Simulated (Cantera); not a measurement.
Charge: 1 mol BN, a varied amount of Cl₂, 1.2 mol N₂, equilibrated at 775 °C and 0.390 bar.

Cantera equilibrium calculation (NASA polynomials, part measured and part estimated; ideal gas, pure solids and liquids). Candidate condensed phases: B, BN; 10 gas species. Kinetics and transport are ignored.

log p: log10 of the partial pressure in bar; n: condensed amount in mol.

```json
[
 {"n(Cl₂) (mol)": "1", "log p Cl₂": "-7.18", "log p N₂": "-0.57", "log p BCl₃": "-0.93", "log p Cl": "-6.70", "log p BCl₂": "-8.57", "n BN(s)": "0.333"},
 {"n(Cl₂) (mol)": "1.5", "log p Cl₂": "-7.13", "log p N₂": "-0.61", "log p BCl₃": "-0.84", "log p Cl": "-6.68", "log p BCl₂": "-8.51", "n BN(s)": "0"},
 {"n(Cl₂) (mol)": "2.1", "log p Cl₂": "-1.15", "log p N₂": "-0.70", "log p BCl₃": "-0.93", "log p Cl": "?", "log p BCl₂": "-11.58", "n BN(s)": "0"},
 {"n(Cl₂) (mol)": "3", "log p Cl₂": "-0.86", "log p N₂": "-0.80", "log p BCl₃": "-1.03", "log p Cl": "?", "log p BCl₂": "-11.84", "n BN(s)": "0"},
 {"n(Cl₂) (mol)": "4.2", "log p Cl₂": "-0.71", "log p N₂": "-0.91", "log p BCl₃": "-1.14", "log p Cl": "?", "log p BCl₂": "-12.02", "n BN(s)": "0"},
 {"n(Cl₂) (mol)": "6", "log p Cl₂": "-0.61", "log p N₂": "-1.04", "log p BCl₃": "-1.27", "log p Cl": "-3.42", "log p BCl₂": "-12.19", "n BN(s)": "0"},
 {"n(Cl₂) (mol)": "8.5", "log p Cl₂": "-0.55", "log p N₂": "-1.17", "log p BCl₃": "-1.40", "log p Cl": "-3.39", "log p BCl₂": "-12.35", "n BN(s)": "0"},
 {"n(Cl₂) (mol)": "12", "log p Cl₂": "-0.51", "log p N₂": "-1.30", "log p BCl₃": "-1.53", "log p Cl": "-3.37", "log p BCl₂": "<-12", "n BN(s)": "0"},
 {"n(Cl₂) (mol)": "17", "log p Cl₂": "-0.48", "log p N₂": "-1.44", "log p BCl₃": "-1.67", "log p Cl": "-3.35", "log p BCl₂": "<-12", "n BN(s)": "0"},
 {"n(Cl₂) (mol)": "25", "log p Cl₂": "-0.46", "log p N₂": "-1.60", "log p BCl₃": "-1.83", "log p Cl": "-3.34", "log p BCl₂": "<-12", "n BN(s)": "0"}
]
```

**Question.** What belongs in the gaps?

**Answer.** 
- 2.1, log p Cl: -3.69
- 3, log p Cl: -3.54
- 4.2, log p Cl: -3.47
